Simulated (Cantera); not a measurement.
## Transport properties of process gases

Gas mixture: 35.4 % NO, 37.0 % H₂O, 27.6 % N₂O, at 1.00 bar, frozen composition.

Cantera's kinetic-theory transport with the Lennard-Jones parameters of GRI-Mech 3.0, ideal gas; thermal conductivity in the mixture-averaged form. Polar gases are described roughly by these parameters. The composition is frozen, though it would react at the higher temperatures.

```csv
T (K),ρ (kg/m³),cp (J/kg/K),μ (µPa s),λ (mW/m/K),Pr,D (cm²/s) OH,D (cm²/s) NH₃,D (cm²/s) O
400,0.885,1191,19.0,31.8,0.712,0.523,0.341,0.533
600,0.590,1286,26.9,48.9,0.708,1.06,0.746,1.08
800,0.443,1373,33.9,66.2,0.704,1.74,1.28,1.77
1000,0.354,1445,40.4,83.5,0.699,2.53,1.92,2.58
1200,0.295,1504,46.4,100,0.695,3.44,2.65,3.51
1400,0.253,1554,52.0,117,0.692,4.45,3.48,4.54
1600,0.221,1598,57.3,133,0.690,5.56,4.39,5.67
```
D: mixture-averaged diffusion coefficient of that species in the mixture.
